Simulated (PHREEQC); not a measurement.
Dissolve 20.7 mmol/kgw NH3 and 0.032 mmol/kgw H4SiO4 at 10 °C. Closed to the air; pH follows from the charge balance.

Computed with PHREEQC (ion-association model, phreeqc.dat).

- pH = 11.27
- ionic strength = 0.000594 mol/kgw
- total alkalinity = 20.7 meq/kg

```json
[
 {"species": "NH3", "molality": "0.0201", "activity": "0.0201", "log γ": "0.000"},
 {"species": "NH4+", "molality": "0.000594", "activity": "0.000578", "log γ": "-0.012"},
 {"species": "OH-", "molality": "0.000564", "activity": "0.000549", "log γ": "-0.012"},
 {"species": "H3SiO4-", "molality": "3.00e-5", "activity": "2.92e-5", "log γ": "-0.012"},
 {"species": "H4SiO4", "molality": "1.89e-6", "activity": "1.89e-6", "log γ": "0.000"},
 {"species": "H2SiO4-2", "molality": "1.42e-7", "activity": "1.27e-7", "log γ": "-0.047"}
]
```

This is a speciation only: nothing precipitates in the calculation. Constants without temperature data keep their 25 °C values here.
